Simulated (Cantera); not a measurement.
Input: 1 mol B2H6, 0.15 mol O2, a varied amount of N2, held at 1650 K and 33.0 Torr.

These are equilibrium values from Cantera (NASA tables, ideal gas, pure condensed phases), not measurements of a reactor. Candidate condensed phases: B, BN, B2O3, B3O3H3, H2O; 39 gas species. The feed counts by its element totals alone. Mutual solubility and eutectic melting of coexisting phases are not modelled. The tables' values for BH2 are old estimates; treat these amounts as uncertain. The numbers say what is thermodynamically allowed, not how fast it happens.

x: gas mole fraction; n: condensed amount in mol.

| n(N2) (mol) | x H2 | x N2 | x HBO | x B2O2 | x HBO2 | n B(s) | n BN(s) | n B2O3(l) |
|---|---|---|---|---|---|---|---|---|
| 0.63 | 0.927 | 4.70e-6 | 0.0519 | 0.0150 | 0.00128 | 0.454 | 1.26 | 0 |
| 0.72 | 0.927 | 4.70e-6 | 0.0519 | 0.0150 | 0.00128 | 0.274 | 1.44 | 0 |
| 0.83 | 0.927 | 4.70e-6 | 0.0519 | 0.0150 | 0.00128 | 0.0535 | 1.66 | 0 |
| 0.95 | 0.943 | 0.0178 | 0.0182 | 0.00182 | 0.00968 | 0 | 1.79 | 0.0313 |
| 1.1 | 0.902 | 0.0617 | 0.0145 | 0.00120 | 0.0116 | 0 | 1.80 | 0.0290 |
| 1.3 | 0.849 | 0.115 | 0.0127 | 0.000977 | 0.0125 | 0 | 1.80 | 0.0251 |
| 1.4 | 0.825 | 0.140 | 0.0121 | 0.000916 | 0.0128 | 0 | 1.80 | 0.0232 |
| 1.6 | 0.780 | 0.185 | 0.0112 | 0.000835 | 0.0130 | 0 | 1.80 | 0.0195 |
| 1.9 | 0.722 | (withheld) | 0.0103 | 0.000760 | 0.0131 | 0 | 1.80 | (withheld) |
| 2.2 | 0.671 | (withheld) | 0.00964 | 0.000714 | 0.0130 | 0 | 1.81 | (withheld) |
| 2.5 | 0.627 | 0.340 | 0.00910 | 0.000681 | 0.0129 | 0 | 1.81 | 0.00429 |
| 2.8 | 0.589 | 0.380 | 0.00864 | 0.000654 | 0.0127 | 0 | 1.81 | 0 |
| 3.3 | 0.535 | 0.436 | 0.00779 | 0.000585 | 0.0116 | 0 | 1.81 | 0 |

### Question
What belongs in the gaps?

### Answer

- 2.2, x N2: 0.296
- 2.2, n B2O3(l): 0.00917
- 1.9, x N2: 0.244
- 1.9, n B2O3(l): 0.0142
